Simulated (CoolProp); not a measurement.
The fluid at 293.15 K and 0.418 MPa flows at 11 m/s in a round tube of 12.7 mm bore and 45 µm roughness, fully developed (64/Re and Nu = 3.66 if laminar; Colebrook and Gnielinski if turbulent). The same conditions are run with several fluids, on thermodynamics alone (safety and materials aside).

Computed with CoolProp (reference Helmholtz-energy equation of state of each fluid (n-decane: Lemmon 2006; R142b: Lemmon 2006; R245fa: Akasaka 2015; n-nonane: Lemmon 2006; p-xylene: Zhou 2012)).

**Question.** Rank n-decane, R142b, R245fa, n-nonane, p-xylene by Reynolds number, highest first.

**Answer.** R142b (645000), R245fa (449000), p-xylene (186000), n-nonane (143000), n-decane (111000)

```tsv
fluid	Darcy friction factor	pressure drop (Pa/m)	heat-transfer coefficient (W/(m² K))	mass flow (kg/h)
n-decane	0.0285	99200	12600	3670
R142b	0.0276	148000	26800	5640
R245fa	0.0277	179000	25000	6790
n-nonane	0.0283	96700	14500	3600
p-xylene	0.0281	115000	16500	4320
```

Transport values come from each fluid's own correlations; those of R142b, R245fa are estimates that may be off by 10 % or more.
